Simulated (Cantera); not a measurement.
Cantera run, input and output.

```python
import numpy as np
import cantera as ct

gas = ct.Solution("gri30.yaml")
gas.TPX = 1375, 19000, {'N2O': 1, 'H2O': 0.0079}
inlet = ct.Reservoir(gas, clone=True)

reactor = ct.IdealGasConstPressureReactor(gas, energy="off", clone=False)
exhaust = ct.Reservoir(gas, clone=True)
tau = [1.6, 0.6, 0.22, 0.083, 0.031, 0.012, 0.0043, 0.0016, 0.0006][0]
for a, b in ((inlet, reactor), (reactor, exhaust)):
    ct.MassFlowController(a, b, mdot=lambda t: reactor.mass / tau)
net = ct.ReactorNet([reactor])
show = ['N2O', 'H2O', 'H2O2', 'NO', 'O2', 'H2']

rows = []
print(f"{'tau/s':>10s}{'T/K':>9s}" + "".join(f"{s:>11s}" for s in show))
for tau in [1.6, 0.6, 0.22, 0.083, 0.031, 0.012, 0.0043, 0.0016, 0.0006]:
    net.initial_time = 0.0
    net.advance(30 * tau)
    before = gas.X
    net.advance(40 * tau)
    drift = np.max(np.abs(gas.X - before) / (gas.X + 1e-9))
    rows.append([gas.T, *gas[show].X, drift])
    print(f"{tau:10.3e}{gas.T:9.1f}" + "".join(f"{x:11.3e}" for x in gas[show].X))
```

Result:

```
     tau/s      T/K        N2O        H2O       H2O2         NO         O2         H2
 1.600e+00   1375.0  1.729e-01  5.672e-03  1.878e-09  8.409e-02  2.316e-01  9.051e-08
 6.000e-01   1375.0  3.467e-01  6.126e-03  2.208e-09  6.991e-02  1.805e-01  8.451e-08
 2.200e-01   1375.0  5.837e-01  6.746e-03  2.583e-09  4.531e-02  1.135e-01  7.627e-08
 8.300e-02   1375.0  7.830e-01  7.267e-03  3.218e-09  2.336e-02  5.788e-02  7.352e-08
 3.100e-02   1375.0  9.016e-01  7.579e-03  5.208e-09  1.011e-02  2.491e-02  7.702e-08
 1.200e-02   1375.0  9.549e-01  7.721e-03  1.071e-08  4.157e-03  1.018e-02  8.194e-08
 4.300e-03   1375.0  9.785e-01  7.786e-03  2.186e-08  1.546e-03  3.710e-03  7.434e-08
 1.600e-03   1375.0  9.871e-01  7.813e-03  2.701e-08  5.928e-04  1.375e-03  4.627e-08
 6.000e-04   1375.0  9.903e-01  7.827e-03  1.150e-08  2.246e-04  5.047e-04  1.696e-08
```

Detailed kinetics in Cantera: GRI-Mech 3.0 (53 species, 325 reactions). GRI-Mech 3.0 was tuned for natural gas; its chemistry of N2O as a main component is partial and can be far from experiment. The mechanism lacks the step 2 NO + O2 → 2 NO2, which can matter for NO2 below about 1400 K. The temperature is held fixed by assumption; the heat of reaction is taken as removed at once.
